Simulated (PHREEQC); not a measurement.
Consider water at 25 °C with 1.2 mol/kgw Na2SO4, 0.147 mol/kgw KCl and 0.075 mol/kgw KBr. Closed to the air; pH follows from the charge balance.

Computed with PHREEQC (Pitzer model, pitzer.dat).

No solid was allowed to form.

Q: What activity of water, density does the model give?

A: activity of water 0.953; density 1.144 g/cm³.
